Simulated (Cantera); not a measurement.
**Equilibrium for aluminium nitride and oxide growth: Al + O2 + N2**

Input: 1 mol Al, 5.1 mol O2, 1.1 mol N2, at 1048.15 K and 750 Torr.

Method: chemical equilibrium by Gibbs-energy minimisation in Cantera with the NASA 1993 tables (ideal gas, pure condensed phases). Candidate condensed phases: Al, AlN, Al2O3; 16 gas species. Rates play no part.

```json
{
 "x(O2)": "0.798",
 "x(N2)": "0.202",
 "x(NO)": "5.11e-5",
 "x(NO2)": "3.91e-6",
 "n(Al2O3(s))": "0.500 mol",
 "gas_amount": "5.450 mol",
 "log10 activity of Al(l) (absent)": "-33.45"
}
```
